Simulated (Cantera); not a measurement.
Input: 1 mol B₂O₃, a varied amount of H₂, at 1473 K and 1.70 mbar.

Method: chemical equilibrium by Gibbs-energy minimisation in Cantera with the NASA 1993 tables (ideal gas, pure condensed phases). Candidate condensed phases: B, B₂O₃, B₃O₃H₃, H₂O; 23 gas species. Kinetics and transport are ignored.

Q: What share of the B ends up in condensed phases as a function of n(H₂) (mol), at 7.3, 8.9, 11, 13, 16, 19, 23, 28, 34, 41, 49, 59, 72?

A: 
```
n(H₂) (mol)  B condensed (%)       as
-----------  ---------------  -------
7.3                     86.8  B₂O₃(l)
8.9                     83.9  B₂O₃(l)
11                      80.1  B₂O₃(l)
13                      76.4  B₂O₃(l)
16                      71.0  B₂O₃(l)
19                      65.6  B₂O₃(l)
23                      58.3  B₂O₃(l)
28                      49.3  B₂O₃(l)
34                      38.4  B₂O₃(l)
41                      25.7  B₂O₃(l)
49                      11.2  B₂O₃(l)
59                       0.0        -
72                       0.0        -
```
